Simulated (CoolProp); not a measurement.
The numbers come from the reference Helmholtz-energy equation of state, Akasaka 2023 in CoolProp.

For R1336mzz(E), give the phase and the density (kg/m³), cp (kJ/(kg K)), cv (kJ/(kg K)), isothermal compressibility (1/MPa) at 410 K and 1460 kPa; 410 K and 2470 kPa.


- 410 K and 1460 kPa: gas; density 88.1, cp 1.04, cv 0.891, isothermal compressibility 0.886
- 410 K and 2470 kPa: gas; density 198, cp 1.45, cv 0.935, isothermal compressibility 0.828
